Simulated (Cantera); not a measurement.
Charge: 1 mol C2H6, 0.2 mol H2O, 0.37 mol N2, held at 1.00 bar.

Cantera equilibrium calculation (NASA polynomials, part measured and part estimated; ideal gas, pure solids and liquids). Candidate condensed phases: C, C6H6, C7H8, C8H18, H2O; 136 gas species. Equilibrium is a limit: real reactors are often held back by kinetics, nucleation or transport.

### Question
At 975 K, list the 4 most abundant gas species with their mole fractions, and the condensed phases.

### Answer
H2 0.763, N2 0.107, CH4 0.0732, CO 0.0378. Condensed: C(graphite).
